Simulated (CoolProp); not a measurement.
n-heptane along the isotherm 571.1 K: density (kg/m³) from the reference equation and from simpler models built on Tc = 541.2 K, pc = 2.774 MPa, ω = 0.349; each cubic takes its own stable root.

Computed with CoolProp (reference Helmholtz-energy equation of state, Span 2003). It is a short technical equation, of lower accuracy than the large ones.

```tsv
p (MPa)	phase	reference
0.0219	gas	0.4632
0.0341	gas	0.7221
0.0532	gas	1.129
0.0828	gas	1.762
0.129	gas	2.759
0.201	gas	4.333
0.313	gas	6.832
0.487	gas	10.85
0.758	gas	17.45
1.18	gas	28.78
1.84	gas	50.08
2.86	supercritical	100.2
4.45	supercritical	292.9
6.93	supercritical	383.6
```

Problem. How far does each simpler model (van der Waals, Redlich-Kwong, Soave-Redlich-Kwong) lie from the reference over these 14 states: mean and median of the absolute difference, and the worst?

Solution. 
- van der Waals: mean 3.6 %, median 0.4 %, worst -25.9 % at 571.1 K and 6.93 MPa
- Redlich-Kwong: mean 1.7 %, median 0.0 %, worst -12.3 % at 571.1 K and 6.93 MPa
- Soave-Redlich-Kwong: mean 3.0 %, median 0.1 %, worst -18.6 % at 571.1 K and 4.45 MPa
